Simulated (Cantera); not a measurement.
Charge: 1 mol CH₃SiH₃, 0.69 mol C₃H₈, 190 mol H₂, equilibrated at 2202 °C.

Equilibrium computed with Cantera from the NASA thermochemical tables; the gas is ideal and each condensed phase is pure. Candidate condensed phases: C, C₆H₆, C₇H₈, C₈H₁₈, Si, SiC; 87 gas species. The feed counts by its element totals alone. Gases not in the tables: Si₂H₆ and higher silanes. Rates play no part.

Q: At 0.100 bar, list the 6 most abundant gas species with their mole fractions, and the condensed phases.

A: H₂ 0.920, H 0.0683, C₂H₂ (acetylene) 0.00671, Si 0.00355, SiC₂ 0.000642, SiH 0.000296. Condensed: gas only.
